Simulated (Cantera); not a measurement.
Charge: 1 mol CuO, a varied amount of C, 15 mol N2, held at 1300 K and 1 atm.

Cantera equilibrium calculation (NASA polynomials, part measured and part estimated; ideal gas, pure solids and liquids). Candidate condensed phases: C, Cu, CuO, Cu2O; 27 gas species. Mutual solubility and eutectic melting of coexisting phases are not modelled. Equilibrium is a limit: real reactors are often held back by kinetics, nucleation or transport.

### Question
Which condensed phases are stable at each of these points (n(C) (mol)): 0.39, 0.82, 1.3, 1.7, 2.1, 2.6, 3, 3.4, 3.8, 4.3, 4.7, 5.1, 5.6?

### Answer
```csv
n(C) (mol),condensed phases,Cu condensed (%)
0.39,Cu(s) + Cu2O(s),100.0
0.82,Cu(s),100.0
1.3,C(graphite) + Cu(s),100.0
1.7,C(graphite) + Cu(s),100.0
2.1,C(graphite) + Cu(s),100.0
2.6,C(graphite) + Cu(s),100.0
3,C(graphite) + Cu(s),100.0
3.4,C(graphite) + Cu(s),100.0
3.8,C(graphite) + Cu(s),100.0
4.3,C(graphite) + Cu(s),100.0
4.7,C(graphite) + Cu(s),100.0
5.1,C(graphite) + Cu(s),100.0
5.6,C(graphite) + Cu(s),100.0
```

At 0.39 mol C the condensed part is Cu(s) + Cu2O(s). At 0.82 mol C the condensed part is Cu(s). From 1.3 mol C to 5.6 mol C the condensed part is C(graphite) + Cu(s).
